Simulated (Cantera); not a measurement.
# C2H6 + H2 + H2O (carbon deposition, reforming and gasification)

A closed system holds: 1 mol C2H6, 23 mol H2, 1.7 mol H2O.

These are equilibrium values from Cantera (NASA tables, ideal gas, pure condensed phases), not measurements of a reactor. Candidate condensed phases: C, C6H6, C7H8, C8H18, H2O; 110 gas species. The ideal-gas law is rough above about 30 bar. Kinetics and transport are ignored.

Stable condensed phases:

```
T in K \ P in Pa
               10       56      320     1800    10000    56000   320000  1800000 10000000
   2523         A        A        A        A        A        A        A        A        A
   2373         B        B        A        A        A        A        A        A        A
   2223         B        B        B        B        B        B        B        B        A
   2073         B        B        B        B        B        B        B        B        A
   1923         B        B        B        B        B        B        B        B        A
   1773         B        B        B        B        B        B        B        A        A
   1623         B        B        B        B        B        B        B        A        A
   1473         B        B        B        B        B        B        B        A        A
   1323         B        B        B        B        B        B        A        A        A
   1173         B        B        B        B        B        B        A        A        A
   1023         B        B        B        B        B        A        A        A        A
```

A: gas only; B: C.
